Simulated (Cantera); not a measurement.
What does this Cantera script print?

```python
import numpy as np
import cantera as ct

gas = ct.Solution("gri30.yaml", transport_model="multicomponent")
show = ['H2O', 'NH3', 'NO']

rows = []
print(f"{'T/K':>7s}{'rho':>11s}{'cp':>10s}{'mu':>11s}{'lambda':>11s}{'Pr':>7s}" + "".join(f"{'D_' + s:>11s}" for s in show))
for T in [400, 600, 800, 1000, 1200, 1400]:
    gas.TPX = T, 2666, {'CO2': 0.31, 'N2O': 0.84}
    Pr = gas.cp_mass * gas.viscosity / gas.thermal_conductivity
    D = [gas.mix_diff_coeffs_mole[gas.species_index(s)] for s in show]
    rows.append([gas.density, gas.cp_mass, gas.viscosity, gas.thermal_conductivity, Pr, *D])
    print(f"{T:7g}{gas.density:11.4e}{gas.cp_mass:10.1f}{gas.viscosity:11.4e}"
          f"{gas.thermal_conductivity:11.4e}{Pr:7.3f}" + "".join(f"{d:11.4e}" for d in D))
print("SI units: kg/m3, J/kg/K, Pa s, W/m/K, m2/s")
```

Output:

```
    T/K        rho        cp         mu     lambda     Pr      D_H2O      D_NH3       D_NO
    400 3.5281e-02     961.6 1.9537e-05 2.5275e-02  0.743 1.1038e-03 1.0704e-03 9.8430e-04
    600 2.3520e-02    1094.5 2.7469e-05 4.0536e-02  0.742 2.4220e-03 2.3281e-03 2.0075e-03
    800 1.7640e-02    1185.4 3.4254e-05 5.4895e-02  0.740 4.1400e-03 3.9553e-03 3.2881e-03
   1000 1.4112e-02    1249.2 4.0280e-05 6.8200e-02  0.738 6.2030e-03 5.9020e-03 4.7981e-03
   1200 1.1760e-02    1290.3 4.5770e-05 8.0238e-02  0.736 8.5741e-03 8.1347e-03 6.5188e-03
   1400 1.0080e-02    1323.2 5.0858e-05 9.1620e-02  0.735 1.1228e-02 1.0630e-02 8.4364e-03
SI units: kg/m3, J/kg/K, Pa s, W/m/K, m2/s
```

Detailed kinetics in Cantera: GRI-Mech 3.0 (53 species, 325 reactions). The composition is frozen, though it would react at the higher temperatures.
